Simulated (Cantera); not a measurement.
# CH3F + H2 (fluorocarbon and chlorocarbon gases)

Input: 1 mol CH3F, 3.3 mol H2, at 0.0100 bar.

Equilibrium computed with Cantera from the NASA thermochemical tables; the gas is ideal and each condensed phase is pure. Candidate condensed phases: C, C6H6, C7H8, C8H18; 95 gas species. The numbers say what is thermodynamically allowed, not how fast it happens.

```json
[
 {"T (°C)": "675", "x H2": "0.810", "x HF": "0.189", "x H": "4.72e-9", "x CH4": "0.00113", "n C(graphite)": "0.994"},
 {"T (°C)": "750", "x H2": "0.811", "x HF": "0.189", "x H": "3.73e-8", "x CH4": "0.000493", "n C(graphite)": "0.997"},
 {"T (°C)": "825", "x H2": "0.811", "x HF": "0.189", "x H": "2.23e-7", "x CH4": "0.000240", "n C(graphite)": "0.999"},
 {"T (°C)": "900", "x H2": "0.811", "x HF": "0.189", "x H": "1.06e-6", "x CH4": "0.000128", "n C(graphite)": "0.999"},
 {"T (°C)": "975", "x H2": "0.811", "x HF": "0.189", "x H": "4.21e-6", "x CH4": "7.34e-5", "n C(graphite)": "1.000"},
 {"T (°C)": "1050", "x H2": "0.811", "x HF": "0.189", "x H": "1.43e-5", "x CH4": "4.47e-5", "n C(graphite)": "1.000"},
 {"T (°C)": "1125", "x H2": "0.811", "x HF": "0.189", "x H": "4.26e-5", "x CH4": "2.87e-5", "n C(graphite)": "1.000"},
 {"T (°C)": "1200", "x H2": "0.811", "x HF": "0.189", "x H": "0.000114", "x CH4": "1.93e-5", "n C(graphite)": "1.000"},
 {"T (°C)": "1275", "x H2": "0.811", "x HF": "0.189", "x H": "0.000277", "x CH4": "1.35e-5", "n C(graphite)": "1.000"},
 {"T (°C)": "1350", "x H2": "0.811", "x HF": "0.189", "x H": "0.000622", "x CH4": "9.75e-6", "n C(graphite)": "1.000"},
 {"T (°C)": "1425", "x H2": "0.810", "x HF": "0.189", "x H": "0.00130", "x CH4": "7.24e-6", "n C(graphite)": "0.999"},
 {"T (°C)": "1500", "x H2": "0.809", "x HF": "0.188", "x H": "0.00256", "x CH4": "5.52e-6", "n C(graphite)": "0.999"}
]
```
x: gas mole fraction; n: condensed amount in mol.

From 675 °C to 1500 °C the condensed part is C(graphite). The main C-bearing gas is CH4 at 675 °C and C2H2 (acetylene) at 1500 °C.
